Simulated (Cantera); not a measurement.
A perfectly stirred reactor is fed with CH₄ : H₂ : O₂ : N₂ = 1 : 0.041 : 1.55 : 8.24 (molar parts), equivalence ratio 1.3, at 100000 Pa; it is adiabatic with a 675 K inlet, and is followed from long to short residence time, starting on the burning branch (τ in s: 0.095, 0.04, 0.017, 0.0069, 0.0029, 0.0012, 0.0005, 0.00021, 8.8e-05, 3.7e-05).

Model: GRI-Mech 3.0 (53 species, 325 reactions), integrated in Cantera.

Question: What does this change do: inlet temperature 675 to 400 K?

Answer: 
```
quantity                                                                        before                               after
------------------------------------------------  ------------------------------------  ----------------------------------
blow-out, bracketed by the residence times tried  burning at 0.500 ms, out at 0.210 ms  burning at 2.90 ms, out at 1.20 ms
x(CH₄) at τ = 95.0 ms                                                          3.88e-5                             0.00108
x(H₂) at τ = 95.0 ms                                                            0.0356                              0.0344
x(O₂) at τ = 95.0 ms                                                          0.000106                            0.000532
x(CO) at τ = 95.0 ms                                                            0.0474                              0.0429
x(H₂O₂) at τ = 95.0 ms                                                         5.20e-9                             4.86e-9
x(CH₄) at τ = 1.20 ms                                                         0.000332                              0.0923
x(H₂) at τ = 1.20 ms                                                            0.0352                             0.00379
x(O₂) at τ = 1.20 ms                                                           0.00211                               0.143
x(CO) at τ = 1.20 ms                                                            0.0485                              <1e-12
x(H₂O₂) at τ = 1.20 ms                                                         5.16e-8                              <1e-12
```
